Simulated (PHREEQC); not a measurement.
## Polishing slurry liquid: an equilibrium model

Make-up at 25 °C: 0.11 mol/kgw K2CO3, 0.011 mol/kgw K2SO4 and 0.004 mol/kgw CuSO4. Closed to the air; pH follows from the charge balance.

Model: ion-association model, wateq4f.dat, run in PHREEQC.

```yaml
pH: 10.95
ionic_strength: 0.350 mol/kgw
activity_of_water: 0.994
total_alkalinity: 220 meq/kg
```

```tsv
species	molality	activity	log γ
K+	0.238	0.159	-0.174
CO3-2	0.101	0.0259	-0.589
SO4-2	0.0109	0.00259	-0.626
HCO3-	0.00863	0.00615	-0.147
KSO4-	0.00406	0.00290	-0.147
Cu(OH)2	0.00360	0.00390	0.035
OH-	0.00135	0.000894	-0.180
Cu(CO3)2-2	0.000372	0.000106	-0.544
Cu(OH)3-	2.87e-5	2.10e-5	-0.136
CuCO3	3.00e-6	3.26e-6	0.035
Cu(OH)4-2	1.31e-6	3.74e-7	-0.544
CO2	1.43e-7	1.55e-7	0.035
CuOH+	3.09e-8	2.09e-8	-0.170
```

No solid was allowed to form. Examples of supersaturated solids here: Cu(OH)2, Malachite. Others may be too. The database's constant for dissolved Cu(OH)2 is higher than later reviews accept.
